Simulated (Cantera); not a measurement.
Feed: 1 mol NF₃, 1.6 mol O₂, 0.05 mol H₂O, equilibrated at 3098 K and 340 Pa.

Cantera equilibrium calculation (NASA polynomials, part measured and part estimated; ideal gas, pure solids and liquids). Candidate condensed phases: H₂O; 40 gas species. Equilibrium is a limit: real reactors are often held back by kinetics, nucleation or transport.

Base state: F 0.444, O 0.436, N₂ 0.0731, O₂ 0.0263, HF 0.0124, NO 0.00577, H 0.00269, OH 0.000147 (mole fractions); condensed: gas only.

Task: What changes in the equilibrium state with this change: H₂O from 0.05 to 0.66 mol?

Result: 
| species | before | after |
|---|---|---|
| O | 0.436 | 0.452 |
| F | 0.444 | 0.273 |
| HF | 0.0124 | 0.128 |
| H | 0.00269 | 0.0454 |
| N₂ | 0.0731 | 0.0641 |
| O₂ | 0.0263 | 0.0283 |
| H₂O | 8.45e-8 | 2.49e-5 |
| H₂ | 5.51e-7 | 0.000157 |
